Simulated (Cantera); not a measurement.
Feed: 1 mol Si3N4, 1.6 mol HF, 14 mol HCl, held at 775 °C and 1.40 Pa.

These are equilibrium values from Cantera (NASA tables, ideal gas, pure condensed phases), not measurements of a reactor. Candidate condensed phases: NH4Cl, Si, Si3N4; 49 gas species. The tables' values for SiCl3, SiF3 are old estimates; treat these amounts as uncertain. Equilibrium is a limit: real reactors are often held back by kinetics, nucleation or transport.

Base state: HCl 0.583, H2 0.223, N2 0.0775, SiCl4 0.0774, SiF4 0.0260, SiCl2 0.00685, SiCl3 0.00538, HF 0.000610 (mole fractions); condensed: Si3N4(s).

Task: What changes in the equilibrium state with this change: HF from 1.6 to 20 mol?

Result: 
| species | before | after |
|---|---|---|
| HCl | 0.583 | 0.424 |
| HF | 0.000610 | 0.242 |
| H2 | 0.223 | 0.182 |
| SiCl4 | 0.0774 | <1e-9 |
| SiF4 | 0.0260 | 0.0909 |
| N2 | 0.0775 | 0.0606 |
| SiCl2 | 0.00685 | <1e-9 |
| SiCl3 | 0.00538 | <1e-9 |
| SiHCl3 | 0.000303 | <1e-9 |
| SiHF3 | 4.34e-5 | 3.12e-7 |
| SiF3 | 0.000293 | 2.33e-6 |
| Si3N4(s), mol | 0.412 | 0 |
